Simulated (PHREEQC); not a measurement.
Consider water at 25 °C with 0.48 mmol/kgw CuSO4. It is in equilibrium with CO2 at log p = -2 (atm). Otherwise closed; pH follows from the charge balance.

The numbers come from PHREEQC with the ion-association model, phreeqc.dat.

No solid was allowed to form.

Task: Order these S species by the share of S that they hold, largest first: SO4-2, HSO4-, CuSO4.

Result: SO4-2 (94 %), CuSO4 (5.9 %), HSO4- (0.11 %)

Task: Order these Cu species by the share of Cu that they hold, largest first: CuHCO3+, CuSO4, Cu+2.

Result: Cu+2 (94 %), CuSO4 (5.9 %), CuHCO3+ (0.46 %)

The pH is 4.87 and the ionic strength 0.00181 mol/kgw.
